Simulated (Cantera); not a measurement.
## Ignition delay

Mixture: 21.8 % H2, 19.1 % O2, 59.2 % N2, at 250000 Pa, adiabatic and at constant volume. Ignition delay is the time to a rise of 400 K.

Computed with Cantera and the H2/O2 subset of GRI-Mech 3.0, which has no nitrogen chemistry. The hydrogen kinetics of GRI-Mech 3.0 are dated; newer H2 mechanisms differ, most at raised pressure. Where the delays flatten at high temperature, the 400 K rule measures the pace of heat release, not the induction time.

| T0 (K) | delay (ms) |
|---|---|
| 1250 | 0.0136 |
| 1350 | 0.00848 |
| 1450 | 0.00599 |
| 1550 | 0.00462 |
| 1650 | 0.00385 |
| 1750 | 0.00344 |
